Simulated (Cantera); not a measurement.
A closed system holds: 1 mol PbO, 0.62 mol CO, 0.28 mol H2, held at 1300 K and 0.000360 bar.

Method: chemical equilibrium by Gibbs-energy minimisation in Cantera with the NASA 1993 tables (ideal gas, pure condensed phases). Candidate condensed phases: C, C6H6, C7H8, C8H18, H2O, Pb, PbO, PbO2, Pb3O4; 113 gas species. The numbers say what is thermodynamically allowed, not how fast it happens.

Base state: Pb 0.473, CO2 0.326, H2O 0.147, PbO 0.0531, CO 0.000427, H2 0.000109, O2 3.79e-5, OH 1.07e-5 (mole fractions); condensed: gas only.

What changes in the equilibrium state with this change: pressure from 0.000360 bar to 1 atm?


| species | before | after |
|---|---|---|
| CO2 | 0.326 | 0.686 |
| H2O | 0.147 | 0.310 |
| Pb | 0.473 | 0.00259 |
| PbO | 0.0531 | 0.000445 |
| O2 | 3.79e-5 | 3.16e-8 |
| OH | 1.07e-5 | 3.63e-7 |
| CO | 0.000427 | 0.000586 |
| Pb(l), mol | 0 | 0.897 |
| PbO(l), mol | 0 | 0.100 |
Each liquid is taken as pure. Mutual solubility and eutectic melting of coexisting phases are not modelled. Gases not in the tables: (PbO)n polymers.
